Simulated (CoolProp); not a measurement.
The numbers come from the reference Helmholtz-energy equation of state, Lemmon 2003 in CoolProp. It is a pseudo-pure fit of the blend.

Task: For R410A, give the phase and the cp (kJ/(kg K)), viscosity (µPa s), conductivity (mW/(m K)) at -18.05 °C and 0.0202 MPa; -18.05 °C and 0.939 MPa; -18.05 °C and 1.52 MPa.

Result: 
- -18.05 °C and 0.0202 MPa: gas; cp 0.748, viscosity 10.8, conductivity 10.1
- -18.05 °C and 0.939 MPa: liquid; cp 1.44, viscosity 207, conductivity 115
- -18.05 °C and 1.52 MPa: liquid; cp 1.43, viscosity 209, conductivity 115

Viscosity comes from a separate model (Geller 2000). Thermal conductivity comes from a separate model (Geller 2001).
